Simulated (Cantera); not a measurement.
Charge: 1 mol Si, 0.59 mol N2O, 340 mol N2, equilibrated at 950 °C and 0.000300 bar.

Cantera equilibrium calculation (NASA polynomials, part measured and part estimated; ideal gas, pure solids and liquids). Candidate condensed phases: Si, SiO2, Si2N2O, Si3N4; 16 gas species. Mutual solubility and eutectic melting of coexisting phases are not modelled. The tables hold silica as quartz up to 1696 K and as liquid above; real silica turns to tridymite and cristobalite and melts near 1996 K. Rates play no part.

Base state: N2 1.000, SiO 1.18e-5 (mole fractions); condensed: SiO2(β-quartz) + Si2N2O(s).

**Question.** What changes in the equilibrium state with this change: Si replaced by SiC?

**Answer.** 
```csv
species,before,after
N2,1.000,1.000
CO,0,0.000265
SiO,1.18e-5,9.44e-8
"SiO2(β-quartz), mol",0.0587,0
"Si2N2O(s), mol",0.469,0.500
"C(graphite), mol",0,0.910
```
Further candidate phases: C, SiC.
